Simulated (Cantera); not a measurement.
A closed system holds: 1 mol C₂H₅OH, 0.47 mol NH₃, 4.1 mol N₂, held at 500 °C and 0.133 bar.

Method: chemical equilibrium by Gibbs-energy minimisation in Cantera with the NASA 1993 tables (ideal gas, pure condensed phases). Candidate condensed phases: C, C₆H₆, C₇H₈, C₈H₁₈, H₂O; 136 gas species. Equilibrium is a limit: real reactors are often held back by kinetics, nucleation or transport.

What is the equilibrium state?


```
Item               Result
--------------  ---------
x(N₂)               0.531
x(H₂)               0.336
x(H₂O)             0.0545
x(CH₄)             0.0318
x(CO)              0.0255
x(CO₂)             0.0212
x(NH₃)            7.49e-5
n(C(graphite))   1.36 mol
gas amount      8.162 mol
```
